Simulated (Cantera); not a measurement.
Mixture: H₂ : O₂ : N₂ = 1 : 0.357 : 1.34 (molar parts), equivalence ratio 1.4, at 750 Torr, adiabatic and at constant volume. Ignition delay is the time to a rise of 400 K.

Cantera simulation using the H2/O2 subset of GRI-Mech 3.0, which has no nitrogen chemistry; the numbers are that mechanism's predictions, not measurements. Where the delays flatten at high temperature, the 400 K rule measures the pace of heat release, not the induction time.

```json
[
 {"quantity": "delay at 1300 K", "before": "28.6 µs", "after": "60.9 µs"},
 {"quantity": "delay at 1375 K", "before": "21.6 µs", "after": "47.9 µs"},
 {"quantity": "delay at 1450 K", "before": "17.2 µs", "after": "40.2 µs"},
 {"quantity": "delay at 1525 K", "before": "14.4 µs", "after": "35.7 µs"},
 {"quantity": "delay at 1600 K", "before": "12.7 µs", "after": "33.5 µs"},
 {"quantity": "delay at 1675 K", "before": "11.7 µs", "after": "32.9 µs"},
 {"quantity": "delay at 1750 K", "before": "11.2 µs", "after": "33.5 µs"}
]
```

Name the change that produced these shifts.
(A) pressure from 750 Torr to 368 Torr
(B) constant pressure in place of constant volume
(C) pressure from 750 Torr to 13500 Torr
(D) H2 1 to 2.8 parts

A, pressure from 750 Torr to 368 Torr
